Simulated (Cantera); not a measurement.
A perfectly stirred reactor is fed with 0.523 % C₂H₆, 99.4 % N₂, 0.105 % H₂O, at 1.50 bar; it is held at 1075 K, and followed from long to short residence time.

Computed with Cantera and GRI-Mech 3.0 (53 species, 325 reactions). GRI-Mech 3.0 stops at C3 and has no aromatics, soot or wall deposition, so with more carbon than oxygen in the feed, carbon stays in small species such as C2H2 where larger ones or solid carbon would form.

Problem. Predict: x(C₂H₆) at τ = 2.40 s; x(C₂H₂) at τ = 2.40 s; x(C₂H₄) at τ = 2.40 s; x(H) at τ = 2.40 s; x(C₂H₆) at τ = 75.0 ms; x(C₂H₂) at τ = 75.0 ms; x(C₂H₄) at τ = 75.0 ms; x(H) at τ = 75.0 ms.

Solution. 
| Property | Result |
|---|---|
| x(C₂H₆) at τ = 2.40 s | 0.000839 |
| x(C₂H₂) at τ = 2.40 s | 0.000956 |
| x(C₂H₄) at τ = 2.40 s | 0.00326 |
| x(H) at τ = 2.40 s | 6.79e-8 |
| x(C₂H₆) at τ = 75.0 ms | 0.00437 |
| x(C₂H₂) at τ = 75.0 ms | 1.63e-5 |
| x(C₂H₄) at τ = 75.0 ms | 0.000821 |
| x(H) at τ = 75.0 ms | 7.78e-8 |
